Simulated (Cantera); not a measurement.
Input: 1 mol SiH2Cl2, 0.38 mol N2, held at 1048 K and 48000 Pa.

These are equilibrium values from Cantera (NASA tables, ideal gas, pure condensed phases), not measurements of a reactor. Candidate condensed phases: NH4Cl, Si, Si3N4; 28 gas species. N2 is the only nitrogen source here; it is nearly inert below about 1500 K, so the nitride shown seldom forms there in practice. The tables' values for SiCl3 are old estimates; treat these amounts as uncertain. Equilibrium is a limit: real reactors are often held back by kinetics, nucleation or transport.

Base state: H2 0.540, SiCl4 0.266, HCl 0.186, SiHCl3 0.00790, SiCl3 0.000486, N2 0.000166, SiH2Cl2 2.67e-5, SiCl2 1.63e-5 (mole fractions); condensed: Si3N4(s).

Problem. What changes in the equilibrium state with this change: N2 from 0.38 to 6.8 mol?

Solution. 
```tsv
species	before	after
N2	0.000166	0.779
HCl	0.186	0.138
H2	0.540	0.0551
SiCl4	0.266	0.0275
SiH2Cl2	2.67e-5	5.23e-8
SiHCl3	0.00790	0.000112
Si3N4(s), mol	0.190	0.259
```
